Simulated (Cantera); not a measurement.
Cantera run:

```python
import numpy as np
import cantera as ct

gas_names = """
    CL CLO CL2 Fe FeCL FeCL2 FeCL3 FeO Fe(OH)2 Fe2CL4 Fe2CL6 H HCL HOCL HO2 H2 H2O H2O2 O OH O2 O3
""".split()
cond_names = """
    Fe(a) Fe(c) Fe(d) Fe(L) FeCL2(s) FeCL2(L) FeCL3(s) FeCL3(L) FeO(s) FeO(L) Fe(OH)2(s) Fe(OH)3(s)
    Fe2O3(s) Fe3O4(s) H2O(s) H2O(L)
""".split()


# ... load() reads the species with a 1 bar reference pressure and builds the phases ...
atoms = {
    'Fe2O3': {'Fe': 2, 'O': 3},
    'HCl': {'H': 1, 'CL': 1},
    'Cl2': {'CL': 2},
}
top_T = {'Fe2O3(s)': 1830, 'Fe3O4(s)': 1870}  # K; cautious upper limits of use, not melting points


# ... equilibrate(T, P, feed) seeds the gas with the atoms and calls Mixture.equilibrate('TP', solver="vcs", rtol=1e-11, max_steps=5000) ...
results = []
feed = {'Fe2O3': 1, 'HCl': 0.32, 'Cl2': 0.026}  # mol
P = 400000  # Pa
for T in [823, 973, 1123, 1273, 1423, 1573, 1723]:
    mix = equilibrate(T, P, feed)
    results.append((T, P, feed, dict(zip(mix.species_names, mix.species_moles))))

top = {s: max(r[3][s] / sum(r[3][g] for g in gas_names) for r in results) for s in gas_names}
cols = sorted((s for s in top if top[s] > 1e-06), key=lambda s: -top[s])[:6]
seen = [c for c in cond_names if any(r[3].get(c, 0) > 1e-12 for r in results)]
print("log10 of partial pressures in bar; condensed amounts in mol")
print(f"{'T/K':>10s}" + "".join(f"{s[:9]:>10s}" for s in cols + seen))
for T, P, feed, n in results:
    ng = sum(n[g] for g in gas_names)
    print(f"{T:10.4g}" + "".join(f"{np.log10(max(n[s] / ng * P / 1e5, 1e-99)):10.3f}" for s in cols)
          + "".join(f"{n.get(c, 0):10.4g}" for c in seen))
```

Output:

```
log10 of partial pressures in bar; condensed amounts in mol
       T/K       HCL        O2       H2O     FeCL2       CL2     FeCL3  Fe2O3(s)  Fe3O4(s)
       823     0.516    -4.528    -0.537    -4.908    -0.503    -1.469     0.992         0
       973     0.509    -3.320    -0.520    -3.287    -0.508    -0.932    0.9916         0
      1123     0.493    -2.297    -0.452    -2.240    -0.519    -0.683    0.9899         0
      1273     0.473    -1.538    -0.381    -1.487    -0.576    -0.563    0.9867         0
      1423     0.447    -1.073    -0.320    -0.900    -0.716    -0.522    0.9816         0
      1573     0.404    -0.779    -0.252    -0.477    -0.933    -0.593    0.9739         0
      1723     0.295    -0.179    -0.239    -0.326    -1.037    -0.813    0.6736    0.1961
```

These are equilibrium values from Cantera (NASA tables, ideal gas, pure condensed phases), not measurements of a reactor. Mutual solubility and eutectic melting of coexisting phases are not modelled. Condensed phases not in the tables: FeOCl.
